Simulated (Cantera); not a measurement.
A Cantera script and what it prints.

```python
import numpy as np
import cantera as ct

gas_names = """
    CL CL2 H HCL H2 Si SiCL SiCL2 SiCL3 SiCL4 SiH SiHCL3 SiH2 SiH2CL2 SiH3 SiH3CL SiH4 Si2 Si3
""".split()
cond_names = """
    Si(cr) Si(L)
""".split()


# ... load() reads the species with a 1 bar reference pressure and builds the phases ...
atoms = {
    'SiCl4': {'Si': 1, 'CL': 4},
    'HCl': {'H': 1, 'CL': 1},
    'H2': {'H': 2},
}
top_T = {}  # K; cautious upper limits of use, not melting points


# ... equilibrate(T, P, feed) seeds the gas with the atoms and calls Mixture.equilibrate('TP', solver="vcs", rtol=1e-11, max_steps=5000) ...
results = []
T = 775  # K
P = 37000  # Pa
for m in [0.87, 1.4, 2.1, 3.4, 5.3, 8.3, 13]:
    feed = {'SiCl4': 1, 'HCl': 0.7, 'H2': m}  # mol
    mix = equilibrate(T, P, feed)
    results.append((T, P, feed, dict(zip(mix.species_names, mix.species_moles))))

top = {s: max(r[3][s] / sum(r[3][g] for g in gas_names) for r in results) for s in gas_names}
cols = sorted((s for s in top if top[s] > 0.0001), key=lambda s: -top[s])[:7]
seen = [c for c in cond_names if any(r[3].get(c, 0) > 1e-12 for r in results)]
print("log10 of partial pressures in bar; condensed amounts in mol")
print(f"{'n(H2)':>10s}" + "".join(f"{s[:9]:>10s}" for s in cols + seen))
for T, P, feed, n in results:
    ng = sum(n[g] for g in gas_names)
    print(f"{feed['H2']:10.4g}" + "".join(f"{np.log10(max(n[s] / ng * P / 1e5, 1e-99)):10.3f}" for s in cols)
          + "".join(f"{n.get(c, 0):10.4g}" for c in seen))
```

Result:

```
log10 of partial pressures in bar; condensed amounts in mol
     n(H2)        H2     SiCL4       HCL    SiHCL3
      0.87    -0.903    -0.842    -0.996    -3.938
       1.4    -0.777    -0.924    -1.077    -3.813
       2.1    -0.690    -1.012    -1.165    -3.726
       3.4    -0.608    -1.141    -1.292    -3.646
       5.3    -0.553    -1.279    -1.429    -3.592
       8.3    -0.513    -1.435    -1.582    -3.555
        13    -0.486    -1.604    -1.747    -3.532
```

Method: chemical equilibrium by Gibbs-energy minimisation in Cantera with the NASA 1993 tables (ideal gas, pure condensed phases).
